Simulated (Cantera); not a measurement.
A Cantera script and its output.

```python
import numpy as np
import cantera as ct

gas = ct.Solution("gri30.yaml")


def delay(T, t_max=10):
    gas.TPX = T, 3200000, {'CH4': 1, 'O2': 2.47, 'N2': 9.28}
    reactor = ct.IdealGasReactor(gas, clone=False)
    net = ct.ReactorNet([reactor])
    net.rtol, net.atol = 1e-8, 1e-16
    while net.time < t_max:
        t_old, T_old = net.time, reactor.T
        net.step()
        if reactor.T > T + 400:  # ignition: a rise of 400 K
            return t_old + (T + 400 - T_old) / (reactor.T - T_old) * (net.time - t_old)
    return np.nan


taus = []
for T in [1223, 1298, 1373, 1448, 1523, 1598, 1673, 1748, 1823, 1898]:
    taus.append(delay(T))
    print(f"T0 = {T:6g} K   tau = {taus[-1]:.4e} s")
```

Result:

```
T0 =   1223 K   tau = 8.7952e-04 s
T0 =   1298 K   tau = 3.7952e-04 s
T0 =   1373 K   tau = 1.7698e-04 s
T0 =   1448 K   tau = 8.7570e-05 s
T0 =   1523 K   tau = 4.5464e-05 s
T0 =   1598 K   tau = 2.4594e-05 s
T0 =   1673 K   tau = 1.3810e-05 s
T0 =   1748 K   tau = 8.0381e-06 s
T0 =   1823 K   tau = 4.8507e-06 s
T0 =   1898 K   tau = 3.0359e-06 s
```

Computed with Cantera and GRI-Mech 3.0 (53 species, 325 reactions). The pressure lies above the range GRI-Mech 3.0 was tuned for (to about 10 atm).
